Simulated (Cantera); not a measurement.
Charge: 1 mol ZrN, 1.9 mol H₂, at 1.00 Torr.

These are equilibrium values from Cantera (NASA tables, ideal gas, pure condensed phases), not measurements of a reactor. Candidate condensed phases: Zr, ZrN; 11 gas species. ZrN: taken at fixed stoichiometry. Kinetics and transport are ignored. All values below are at 2273 K.

Base state: H₂ 0.795, H 0.205, Zr 0.000117, N₂ 5.83e-5 (mole fractions); condensed: ZrN(s).

### Question
What changes in the equilibrium state with this change: 0.034 mol H₂O added?

### Answer
| species | before | after |
|---|---|---|
| H₂ | 0.795 | 0.790 |
| H | 0.205 | 0.205 |
| N₂ | 5.83e-5 | 0.00417 |
| ZrO | 0 | 0.00100 |
| H₂O | 0 | 2.17e-5 |
| Zr | 0.000117 | 1.38e-5 |
| ZrN(s), mol | 1.000 | 0.982 |
| ZrO₂(tetragonal), mol | 0 | 0.0159 |
Mutual solubility and eutectic melting of coexisting phases are not modelled. Condensed phases not in the tables: solid solutions among these carbides, nitrides and lower oxides. Further candidate phases: H₂O, ZrO₂.
